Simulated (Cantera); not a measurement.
Feed: 1 mol Cu₂O, 0.56 mol CH₄, 4.1 mol N₂, held at 10.0 mbar.

These are equilibrium values from Cantera (NASA tables, ideal gas, pure condensed phases), not measurements of a reactor. Candidate condensed phases: C, C₆H₆, C₇H₈, C₈H₁₈, Cu, CuO, Cu(OH)₂, Cu₂O, H₂O; 139 gas species. Kinetics and transport are ignored. All values below are at 1923 K.

Base state: N₂ 0.563, Cu 0.204, H₂ 0.100, CO 0.0686, H₂O 0.0520, CO₂ 0.00828, H 0.00298, Cu₂ 0.000642 (mole fractions); condensed: Cu(l).

Q: What changes in the equilibrium state with this change: pressure from 10.0 mbar to 47.0 Pa?

A: 
| species | before | after |
|---|---|---|
| N₂ | 0.563 | 0.523 |
| Cu | 0.204 | 0.255 |
| H₂ | 0.100 | 0.0887 |
| H | 0.00298 | 0.0129 |
| H₂O | 0.0520 | 0.0475 |
| CO | 0.0686 | 0.0636 |
| O₂ | 6.67e-7 | 1.51e-5 |
| O | 2.96e-6 | 6.50e-5 |
| Cu(l), mol | 0.502 | 0 |
